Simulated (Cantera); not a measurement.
Reactions in the system O-S

Cantera with NASA thermochemical tables; ideal gases at 1 bar, condensed phases pure. Values are per mole of reaction as written; species without (g) are pure solids or liquids, kept so even where they would boil at 1 bar.

4 O3(g) + 3 S2(g) ⇌ 6 SO2(g)

```tsv
T (K)	ΔH° (kJ)	ΔS° (J/K)	ΔG° (kJ)	log10 K
375	-2734.6	-155.4	-2676.4	372.79
475	-2736.2	-159.2	-2660.6	292.58
575	-2737.8	-162.1	-2644.6	240.23
675	-2739.2	-164.4	-2628.2	203.38
775	-2740.4	-166.0	-2611.7	176.02
875	-2741.3	-167.2	-2595.0	154.91
975	-2742.2	-168.1	-2578.3	138.12
```

O2(g) + 2 SO2(g) ⇌ 2 SO3(g)

```tsv
T (K)	ΔH° (kJ)	ΔS° (J/K)	ΔG° (kJ)	log10 K
375	-198.2	-189.2	-127.3	17.73
475	-198.3	-189.5	-108.3	11.91
575	-198.1	-189.0	-89.4	8.12
675	-197.6	-188.2	-70.5	5.46
775	-197.0	-187.3	-51.8	3.49
875	-196.3	-186.5	-33.1	1.97
975	-195.5	-185.7	-14.5	0.78
```

S + 2 SO3(g) ⇌ 3 SO2(g)

| T (K) | ΔH° (kJ) | ΔS° (J/K) | ΔG° (kJ) | log10 K | condensed phases |
|---|---|---|---|---|---|
| 375 | -99.9 | 196.4 | -173.6 | 24.18 | S(s) |
| 475 | -103.8 | 187.0 | -192.6 | 21.18 | S(l) |
| 575 | -106.4 | 182.0 | -211.0 | 19.17 | S(l) |
| 675 | -108.6 | 178.4 | -229.0 | 17.72 | S(l) |
| 775 | -110.4 | 175.9 | -246.8 | 16.63 | S(l) |
| 875 | -112.4 | 173.5 | -264.2 | 15.77 | S(l) |
| 975 | -114.7 | 171.0 | -281.4 | 15.08 | S(l) |

S2(g) + 4 SO3(g) ⇌ 6 SO2(g)

| T (K) | ΔH° (kJ) | ΔS° (J/K) | ΔG° (kJ) | log10 K |
|---|---|---|---|---|
| 375 | -326.3 | 234.0 | -414.1 | 57.68 |
| 475 | -326.8 | 232.9 | -437.5 | 48.11 |
| 575 | -327.7 | 231.3 | -460.7 | 41.85 |
| 675 | -328.8 | 229.5 | -483.7 | 37.43 |
| 775 | -330.0 | 227.9 | -506.6 | 34.14 |
| 875 | -331.3 | 226.3 | -529.3 | 31.60 |
| 975 | -332.7 | 224.8 | -551.8 | 29.56 |
